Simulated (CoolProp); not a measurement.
The numbers come from the reference Helmholtz-energy equation of state, Platzer 1990 in CoolProp. This equation is an older, rougher fit; its heat capacities, sound speeds and derivatives of the liquid may be far off and weren't checked against measurements.

### Question
Give the vapour pressure (MPa), vapour density (kg/m³), liquid conductivity (mW/(m K)) of saturated CF4 (R14) at -115.25, -111.85 °C.

### Answer
```tsv
T (°C)	p (MPa)	vapour density (kg/m³)	liquid conductivity (mW/(m K))
-115.25	0.230	16.5	85.9
-111.85	0.279	19.8	83.4
```

Thermal conductivity comes from a separate model (Huber 2003), an estimate that may be off by 10 % or more.
